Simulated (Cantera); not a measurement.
A perfectly stirred reactor is fed with CH₄ : H₂ : O₂ : N₂ = 1 : 0.39 : 2.24 : 8.42 (molar parts), equivalence ratio 0.98, at 1.10 bar; it is adiabatic with a 600 K inlet, and is followed from long to short residence time, starting on the burning branch (τ in s: 0.07, 0.033, 0.015, 0.0072, 0.0034, 0.0016, 0.00074, 0.00035, 0.00016, 7.6e-05, 3.6e-05).

Computed with Cantera and GRI-Mech 3.0 (53 species, 325 reactions).

### Question
What does this change do: CH4 1 to 1.4 parts?

### Answer
```tsv
quantity	before	after
blow-out, bracketed by the residence times tried	burning at 36.0 µs, the shortest tried	burning at 76.0 µs, out at 36.0 µs
x(CH₄) at τ = 70.0 ms	2.08e-6	1.63e-5
x(H₂) at τ = 70.0 ms	0.00616	0.0518
x(O₂) at τ = 70.0 ms	0.0105	0.000128
x(CH₂) at τ = 70.0 ms	1.13e-7	5.15e-7
x(C₂H₂) at τ = 70.0 ms	1.55e-10	1.24e-7
x(CH₄) at τ = 1.60 ms	4.40e-5	0.000115
x(H₂) at τ = 1.60 ms	0.0116	0.0518
x(O₂) at τ = 1.60 ms	0.0178	0.00135
x(CH₂) at τ = 1.60 ms	1.90e-6	6.77e-6
x(C₂H₂) at τ = 1.60 ms	1.76e-8	3.01e-6
```
